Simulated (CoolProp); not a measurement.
Vapour-liquid equilibrium of toluene (1) + m-xylene (2) at 48.25 °C; x and y are mole fractions of (1).

Model: multi-fluid Helmholtz-energy mixture model, Lemmon 2006 and Zhou 2012; pair parameters Bell 2016, in CoolProp.

| x | bubble pressure (kPa) | y at the bubble point | dew pressure at overall composition x (kPa) | liquid density (mol/L) |
|---|---|---|---|---|
| 0.05 | 4.242 | 0.143 | 3.961 | 7.962 |
| 0.15 | 5.099 | 0.363 | 4.264 | 8.070 |
| 0.25 | 5.961 | 0.519 | 4.619 | 8.180 |
| 0.35 | 6.800 | 0.633 | 5.041 | 8.293 |
| 0.45 | 7.603 | 0.720 | 5.548 | 8.409 |
| 0.55 | 8.362 | 0.788 | 6.170 | 8.528 |
| 0.65 | 9.078 | 0.844 | 6.945 | 8.651 |
| 0.75 | 9.761 | 0.893 | 7.924 | 8.779 |
| 0.85 | 10.42 | 0.937 | 9.157 | 8.911 |
| 0.95 | 11.07 | 0.979 | 10.63 | 9.049 |

No azeotrope shows between x = 0.05 and 0.95.

The pair parameters rest on a limited set of measurements; away from them the model extrapolates.
